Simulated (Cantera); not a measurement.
## Adiabatic ignition

An adiabatic, constant-volume homogeneous reactor starts with CO : H2 : O2 : N2 = 1 : 0.32 : 0.388 : 1.46 (molar parts), equivalence ratio 1.7, at 1225 K and 1.18 atm.

Model: GRI-Mech 3.0 (53 species, 325 reactions), integrated in Cantera.

| t (s) | T (K) | P (bar) | x CO | x H2 | x O2 | x N2O | x NO2 | x NO |
|---|---|---|---|---|---|---|---|---|
| 4.00e-6 | 1225 | 1.20 | 0.316 | 0.101 | 0.122 | <1e-12 | <1e-12 | <1e-12 |
| 1.32e-5 | 1225 | 1.20 | 0.316 | 0.101 | 0.122 | <1e-12 | <1e-12 | <1e-12 |
| 4.35e-5 | 1293 | 1.26 | 0.311 | 0.0808 | 0.111 | 4.69e-9 | 1.24e-11 | 4.58e-8 |
| 0.000143 | 2868 | 2.56 | 0.209 | 0.0170 | 0.0136 | 3.90e-7 | 2.26e-7 | 0.000991 |
| 0.000473 | 2920 | 2.59 | 0.208 | 0.0168 | 0.0108 | 5.07e-7 | 1.16e-6 | 0.00520 |
| 0.00156 | 2914 | 2.59 | 0.208 | 0.0169 | 0.0102 | 5.48e-7 | 1.64e-6 | 0.00752 |
| 0.00514 | 2913 | 2.59 | 0.208 | 0.0169 | 0.0102 | 5.49e-7 | 1.65e-6 | 0.00758 |
| 0.0169 | 2913 | 2.59 | 0.208 | 0.0169 | 0.0102 | 5.49e-7 | 1.65e-6 | 0.00758 |
| 0.0558 | 2913 | 2.59 | 0.208 | 0.0169 | 0.0102 | 5.49e-7 | 1.65e-6 | 0.00758 |
| 0.184 | 2913 | 2.59 | 0.208 | 0.0169 | 0.0102 | 5.49e-7 | 1.65e-6 | 0.00758 |
| 0.607 | 2913 | 2.59 | 0.208 | 0.0169 | 0.0102 | 5.49e-7 | 1.65e-6 | 0.00758 |
| 2.00 | 2913 | 2.59 | 0.208 | 0.0169 | 0.0102 | 5.49e-7 | 1.65e-6 | 0.00758 |
x: mole fraction; the columns are a selection and need not sum to one.

* **time of steepest temperature rise**: 48.9 µs
* **temperature at 2.00 s**: 2913 K
* **equilibrium temperature**: 2913 K
* **x(CO) at 2.00 s**: 0.208 (gas-phase equilibrium 0.208)
* **x(H2) at 2.00 s**: 0.0169 (gas-phase equilibrium 0.0169)
* **x(O2) at 2.00 s**: 0.0102 (gas-phase equilibrium 0.0102)
